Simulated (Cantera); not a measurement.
What does this Cantera script print?

```python
import numpy as np
import cantera as ct

gas_names = """
    HCN NH3 N2
""".split()
cond_names = """
    Ta(cr) Ta(L) TaC(s) TaC(L)
""".split()


# ... load() reads the species with a 1 bar reference pressure and builds the phases ...
species = {s.name: s for s in load("nasa_gas.yaml", gas_names) + load("nasa_condensed.yaml", cond_names)}
# Each term lists the table entries of one substance; the one whose range holds T is used.
reactions = {
    '3 Ta + 3 HCN(g) = NH3(g) + 3 TaC + N2(g)':
        [(-3, ['Ta(cr)', 'Ta(L)']), (-3, ['HCN']), (1, ['NH3']), (3, ['TaC(s)', 'TaC(L)']), (1, ['N2'])],
}


def pick(names, T):
    return next(species[n] for n in names if species[n].thermo.min_temp <= T <= species[n].thermo.max_temp)


results = []
for label, terms in reactions.items():
    print(label)
    print("     T/K   dH/kJ  dS/(J/K)   dG/kJ   log10 K")
    for T in [1525, 1625, 1725, 1825, 1925, 2025, 2125, 2225, 2325]:
        used = [(nu, pick(names, T)) for nu, names in terms]
        dH = sum(nu * s.thermo.h(T) for nu, s in used) / 1e6
        dS = sum(nu * s.thermo.s(T) for nu, s in used) / 1e3
        dG = dH - T * dS / 1e3
        logK = -dG * 1e6 / (ct.gas_constant * T * np.log(10))
        results.append((label, T, dH, dS, dG, logK, [s.name for _, s in used]))
        print(f"{T:8g} {dH:8.1f} {dS:8.1f} {dG:8.1f} {logK:8.2f}")
```

Result:

```
3 Ta + 3 HCN(g) = NH3(g) + 3 TaC + N2(g)
     T/K   dH/kJ  dS/(J/K)   dG/kJ   log10 K
    1525   -876.1   -212.9   -551.4    18.89
    1625   -874.8   -212.1   -530.1    17.04
    1725   -873.4   -211.2   -509.0    15.41
    1825   -871.9   -210.4   -487.9    13.96
    1925   -870.2   -209.5   -466.9    12.67
    2025   -868.5   -208.7   -446.0    11.50
    2125   -866.8   -207.8   -425.2    10.45
    2225   -864.9   -207.0   -404.4     9.49
    2325   -863.1   -206.2   -383.8     8.62
```

Standard-state values (1 bar) from the NASA 1993 polynomials, evaluated with Cantera. TaC: taken at fixed stoichiometry. Condensed species are held in their standard states even where they would react or evaporate.
